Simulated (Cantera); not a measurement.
What does this Cantera script print?

```python
import numpy as np
import cantera as ct

gas = ct.Solution("gri30.yaml")
gas.TPX = 1050, 52000, {'H2': 0.53, 'O2': 1, 'N2': 4.8}
inlet = ct.Reservoir(gas, clone=True)

reactor = ct.IdealGasConstPressureReactor(gas, energy="off", clone=False)
exhaust = ct.Reservoir(gas, clone=True)
tau = [0.79, 0.51, 0.33, 0.21, 0.13, 0.086, 0.055, 0.035, 0.023, 0.015, 0.0094][0]
for a, b in ((inlet, reactor), (reactor, exhaust)):
    ct.MassFlowController(a, b, mdot=lambda t: reactor.mass / tau)
net = ct.ReactorNet([reactor])
show = ['H2', 'O2', 'H2O2', 'O', 'NO', 'OH', 'N2O']

rows = []
print(f"{'tau/s':>10s}{'T/K':>9s}" + "".join(f"{s:>11s}" for s in show))
for tau in [0.79, 0.51, 0.33, 0.21, 0.13, 0.086, 0.055, 0.035, 0.023, 0.015, 0.0094]:
    net.initial_time = 0.0
    net.advance(30 * tau)
    before = gas.X
    net.advance(40 * tau)
    drift = np.max(np.abs(gas.X - before) / (gas.X + 1e-9))
    rows.append([gas.T, *gas[show].X, drift])
    print(f"{tau:10.3e}{gas.T:9.1f}" + "".join(f"{x:11.3e}" for x in gas[show].X))
```

It prints:

```
     tau/s      T/K         H2         O2       H2O2          O         NO         OH        N2O
 7.900e-01   1050.0  4.597e-04  1.214e-01  1.511e-06  1.251e-05  1.948e-08  2.554e-05  3.251e-07
 5.100e-01   1050.0  5.943e-04  1.214e-01  1.860e-06  1.703e-05  1.771e-08  3.031e-05  2.960e-07
 3.300e-01   1050.0  7.603e-04  1.215e-01  2.209e-06  2.300e-05  1.665e-08  3.627e-05  2.674e-07
 2.100e-01   1050.0  9.733e-04  1.216e-01  2.552e-06  3.125e-05  1.640e-08  4.410e-05  2.386e-07
 1.300e-01   1050.0  1.254e-03  1.217e-01  2.874e-06  4.297e-05  1.727e-08  5.475e-05  2.094e-07
 8.600e-02   1050.0  1.551e-03  1.218e-01  3.106e-06  5.625e-05  1.910e-08  6.637e-05  1.857e-07
 5.500e-02   1050.0  1.942e-03  1.220e-01  3.304e-06  7.488e-05  2.238e-08  8.217e-05  1.618e-07
 3.500e-02   1050.0  2.428e-03  1.222e-01  3.453e-06  9.944e-05  2.730e-08  1.024e-04  1.396e-07
 2.300e-02   1050.0  2.977e-03  1.224e-01  3.553e-06  1.288e-04  3.358e-08  1.260e-04  1.209e-07
 1.500e-02   1050.0  3.657e-03  1.226e-01  3.629e-06  1.668e-04  4.194e-08  1.558e-04  1.037e-07
 9.400e-03   1050.0  4.569e-03  1.230e-01  3.696e-06  2.200e-04  5.373e-08  1.966e-04  8.697e-08
```

Cantera simulation using GRI-Mech 3.0 (53 species, 325 reactions); the numbers are that mechanism's predictions, not measurements. The temperature is held fixed by assumption; the heat of reaction is taken as removed at once.
